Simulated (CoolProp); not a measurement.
R11 along the isotherm -25.25 °C: density (kg/m³) from the reference equation and from simpler models built on Tc = 198.0 °C, pc = 4.408 MPa, ω = 0.189; each cubic takes its own stable root.

The numbers come from the reference Helmholtz-energy equation of state, Jacobsen 1992 in CoolProp.

| p (MPa) | phase | reference |
|---|---|---|
| 0.689 | liquid | 1591 |
| 1.38 | liquid | 1592 |
| 2.07 | liquid | 1594 |
| 2.75 | liquid | 1595 |
| 3.44 | liquid | 1596 |
| 4.13 | liquid | 1597 |
| 4.82 | liquid | 1598 |
| 5.51 | liquid | 1599 |
| 6.2 | liquid | 1600 |
| 6.89 | liquid | 1602 |
| 7.58 | liquid | 1603 |
| 8.26 | liquid | 1604 |
| 8.95 | liquid | 1605 |
| 9.64 | liquid | 1606 |
| 10.3 | liquid | 1607 |
| 11 | liquid | 1608 |

Q: How far does each simpler model (van der Waals, Redlich-Kwong, Soave-Redlich-Kwong, Peng-Robinson) lie from the reference over these 16 states: mean and median of the absolute difference, and the worst?

A: 
- van der Waals: mean 36.4 %, median 36.4 %, worst -37.1 % at -25.25 °C and 0.689 MPa
- Redlich-Kwong: mean 6.6 %, median 6.6 %, worst -6.9 % at -25.25 °C and 0.689 MPa
- Soave-Redlich-Kwong: mean 5.5 %, median 5.4 %, worst -5.6 % at -25.25 °C and 0.689 MPa
- Peng-Robinson: mean 6.3 %, median 6.3 %, worst +6.3 % at -25.25 °C and 11 MPa
